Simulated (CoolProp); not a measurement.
Vapour-liquid equilibrium of methanol (1) + dimethyl carbonate (2) at 339.7 K; x and y are mole fractions of (1).

Model: multi-fluid Helmholtz-energy mixture model, de Reuck 1993 and Zhou 2011; pair parameters Bell 2016, in CoolProp.

```json
[
 {"x": "0.05", "bubble pressure, mixture model (MPa)": "0.05752", "bubble pressure, Raoult's law (MPa)": "0.04817", "y, mixture model": "0.244", "y, Raoult's law": "0.114"},
 {"x": "0.2", "bubble pressure, mixture model (MPa)": "0.08276", "bubble pressure, Raoult's law (MPa)": "0.05791", "y, mixture model": "0.532", "y, Raoult's law": "0.379"},
 {"x": "0.35", "bubble pressure, mixture model (MPa)": "0.09684", "bubble pressure, Raoult's law (MPa)": "0.06765", "y, mixture model": "0.643", "y, Raoult's law": "0.568"},
 {"x": "0.5", "bubble pressure, mixture model (MPa)": "0.1049", "bubble pressure, Raoult's law (MPa)": "0.07739", "y, mixture model": "0.707", "y, Raoult's law": "0.710"},
 {"x": "0.65", "bubble pressure, mixture model (MPa)": "0.1097", "bubble pressure, Raoult's law (MPa)": "0.08713", "y, mixture model": "0.760", "y, Raoult's law": "0.820"},
 {"x": "0.8", "bubble pressure, mixture model (MPa)": "0.1125", "bubble pressure, Raoult's law (MPa)": "0.09687", "y, mixture model": "0.824", "y, Raoult's law": "0.907"},
 {"x": "0.95", "bubble pressure, mixture model (MPa)": "0.1118", "bubble pressure, Raoult's law (MPa)": "0.1066", "y, mixture model": "0.937", "y, Raoult's law": "0.979"}
]
```

The largest gap from Raoult's law is +43.1 % in bubble pressure, at x = 0.35. y crosses x between x = 0.8 and 0.95: the model has an azeotrope there.

Pair parameters are fitted to limited data, so mixtures are less certain than the pure fluids.
